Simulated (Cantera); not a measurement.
An adiabatic, constant-volume homogeneous reactor starts with CH4 : O2 : N2 = 1 : 1.05 : 3.96 (molar parts), equivalence ratio 1.9, at 1025 K and 2.00 bar. Integrator tolerance rtol = 1e-08.

Model: GRI-Mech 3.0 (53 species, 325 reactions), integrated in Cantera.

**Question.** What does this change do: initial temperature 1025 to 1350 K?

**Answer.** 
```json
[
 {"quantity": "time of steepest temperature rise", "before": "0.475 s", "after": "4.74 ms"},
 {"quantity": "temperature at 2.00 s", "before": "2506 K", "after": "2731 K"},
 {"quantity": "equilibrium temperature", "before": "2506 K", "after": "2731 K"},
 {"quantity": "x(CH4) at 2.00 s", "before": "2.83e-10 (gas-phase equilibrium 3.19e-10)", "after": "8.01e-11 (gas-phase equilibrium 9.02e-11)"},
 {"quantity": "x(O2) at 2.00 s", "before": "5.94e-6 (gas-phase equilibrium 5.94e-6)", "after": "5.38e-5 (gas-phase equilibrium 5.38e-5)"},
 {"quantity": "x(CO) at 2.00 s", "before": "0.124 (gas-phase equilibrium 0.124)", "after": "0.125 (gas-phase equilibrium 0.125)"},
 {"quantity": "x(O) at 2.00 s", "before": "1.54e-5 (gas-phase equilibrium 1.54e-5)", "after": "0.000140 (gas-phase equilibrium 0.000140)"},
 {"quantity": "x(NO2) at 2.00 s", "before": "1.18e-9 (gas-phase equilibrium 1.18e-9)", "after": "1.12e-8 (gas-phase equilibrium 1.12e-8)"},
 {"quantity": "x(NO) at 2.00 s", "before": "0.000105 (gas-phase equilibrium 0.000105)", "after": "0.000453 (gas-phase equilibrium 0.000453)"}
]
```

**Question.** What does this change do: initial temperature 1025 to 1800 K?

**Answer.** 
| quantity | before | after |
|---|---|---|
| time of steepest temperature rise | 0.475 s | 64.3 µs |
| temperature at 2.00 s | 2506 K | 2978 K |
| equilibrium temperature | 2506 K | 2978 K |
| x(CH4) at 2.00 s | 2.83e-10 (gas-phase equilibrium 3.19e-10) | 2.41e-11 (gas-phase equilibrium 2.74e-11) |
| x(O2) at 2.00 s | 5.94e-6 (gas-phase equilibrium 5.94e-6) | 0.000389 (gas-phase equilibrium 0.000389) |
| x(CO) at 2.00 s | 0.124 (gas-phase equilibrium 0.124) | 0.125 (gas-phase equilibrium 0.125) |
| x(O) at 2.00 s | 1.54e-5 (gas-phase equilibrium 1.54e-5) | 0.00105 (gas-phase equilibrium 0.00105) |
| x(NO2) at 2.00 s | 1.18e-9 (gas-phase equilibrium 1.18e-9) | 8.41e-8 (gas-phase equilibrium 8.41e-8) |
| x(NO) at 2.00 s | 0.000105 (gas-phase equilibrium 0.000105) | 0.00169 (gas-phase equilibrium 0.00169) |
